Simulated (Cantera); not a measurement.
An adiabatic, constant-pressure homogeneous reactor starts with 5.07 % H2, 19.9 % O2, 75.0 % N2, at 1775 K and 1.00 bar.

Computed with Cantera and GRI-Mech 3.0 (53 species, 325 reactions).

One state of this run: T (K) = 1832; x H2 = 0.00248; x O2 = 0.164; x NO = 4.46e-6; x H2O = 0.0399; x O = 0.0230; x OH = 0.00918; x H2O2 = 3.54e-7. x: mole fraction; the columns are a selection and need not sum to one.

Which value of t (s) does it belong to?
A. 2.39e-5
B. 0.00600
C. 0.379
D. 9.51e-5

A, 2.39e-5
